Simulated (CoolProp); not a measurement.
A single-stage vapour-compression cycle with n-pentane: evaporating at 281.15 K (dew point), condensing at 351.15 K (bubble point), superheat 10 K, subcooling 0 K, compressor efficiency 0.6, no pressure losses. Each further row changes one setting.

Model: reference Helmholtz-energy equation of state, Thol 2019, in CoolProp.

```tsv
case	cooling COP	pressure ratio	discharge temperature (K)	refrigerating effect (kJ/kg)	volumetric capacity (kJ/m³)
as stated	1.71	10.1	370.4	227	239
evaporating temperature 286.15 K	1.93	8.17	368.8	235	301
condensing temperature 346.15 K	1.91	8.83	365.9	240	253
subcooling 5 K	1.80	10.1	370.4	240	253
superheat 20 K	1.76	10.1	380.9	243	248
compressor efficiency 0.5	1.42	10.1	383.0	227	239
```
